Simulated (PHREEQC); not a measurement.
**Brine**

Dissolve 2 mol Na2CO3, 0.25 mol Na2SO4 and 0.059 mol KBr per kg of water at 25 °C. Closed to the air; pH follows from the charge balance.

Equilibrium calculation in PHREEQC: Pitzer model, pitzer.dat.

No solid was allowed to form.

**Question.** What pH, osmotic coefficient does the model give?

**Answer.** pH 11.88; osmotic coefficient 0.698.

Species that the database lacks are ignored. In brines, pH and single-ion activities rest on the MacInnes convention.
